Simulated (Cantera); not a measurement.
What does this Cantera script print?

```python
import numpy as np
import cantera as ct

gas_names = """
    O O2 O3 V VO VO2
""".split()
cond_names = """
    V(cr) V(L) VO(s) VO(L) V2O3(s) V2O3(L) V2O4(I) V2O4(II) V2O4(L) V2O5(s) V2O5(L)
""".split()


# ... load() reads the species with a 1 bar reference pressure and builds the phases ...
atoms = {
    'V': {'V': 1},
    'O2': {'O': 2},
}
top_T = {}  # K; cautious upper limits of use, not melting points


# ... equilibrate(T, P, feed) seeds the gas with the atoms and calls Mixture.equilibrate('TP', solver="vcs", rtol=1e-11, max_steps=5000) ...
results = []
feed = {'V': 1, 'O2': 0.016}  # mol
T = 2575  # K
P = 133.322  # Pa
mix = equilibrate(T, P, feed)
results.append((T, P, feed, dict(zip(mix.species_names, mix.species_moles))))
x = sorted(zip(gas.X, gas.species_names), reverse=True)
print(f"T = {T:g} K  P = {P:g} Pa  gas = {mix.phase_moles(0):.4g} mol")
print("   x: " + "  ".join(f"{s} {v:.3e}" for v, s in x if v > 1e-06))
print("   condensed (mol): " + ("  ".join(f"{mix.phase(i).name} {mix.phase_moles(i):.4g}"
      for i in range(1, mix.n_phases) if mix.phase_moles(i) > 1e-12) or "none"))
```

It prints:

```
T = 2575 K  P = 133.322 Pa  gas = 1 mol
   x: V 9.682e-01  VO 3.165e-02  VO2 1.694e-04  O 1.262e-05
   condensed (mol): none
```

Equilibrium computed with Cantera from the NASA thermochemical tables; the gas is ideal and each condensed phase is pure.
